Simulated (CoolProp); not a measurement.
A simple Rankine cycle with trans-2-butene: condensing at 318.15 K, boiler at 1.6 MPa, turbine inlet 378.1 K, turbine efficiency 0.9, pump efficiency 0.7, no recuperator. Each further row changes one setting.

Model: reference Helmholtz-energy equation of state, Lemmon 2005, in CoolProp. It is a short technical equation, of lower accuracy than the large ones.

```
case                             thermal efficiency (%)  net work (kJ/kg)  heat in (kJ/kg)  turbine exit temperature (K)  volume ratio over the turbine
-------------------------------  ----------------------  ----------------  ---------------  ----------------------------  -----------------------------
as stated                                          11.4              48.7              427                         328.7                           4.08
turbine inlet 398.1 K                              11.4              54.4              475                         351.3                           3.93
condensing temperature 310.15 K                    12.8              57.3              446                         321.8                           5.08
boiler pressure 1.12 MPa                            8.8              39.5              448                         345.0                           2.69
turbine efficiency 0.8                             10.1              43.0              427                         331.8                           4.13
```
